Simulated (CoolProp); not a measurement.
Aqueous sodium chloride as a coolant, at 20 °C, 1 atm.

Computed with CoolProp (Melinder's fits for secondary coolants).

```tsv
mass %	freezing point (°C)	viscosity (mPa s)	conductivity (W/(m K))	density (kg/m³)	cp (kJ/(kg K))
3.1	-1.9	1.05	0.595	1020	4.018
5.8	-3.6	1.10	0.593	1040	3.892
8.5	-5.4	1.16	0.590	1059	3.780
11.2	-7.5	1.22	0.588	1080	3.679
14	-9.9	1.30	0.585	1101	3.584
16.7	-12.6	1.40	0.582	1122	3.502
19.4	-15.7	1.50	0.579	1143	3.426
22.2	-19.4	1.65	0.575	1165	3.355
```
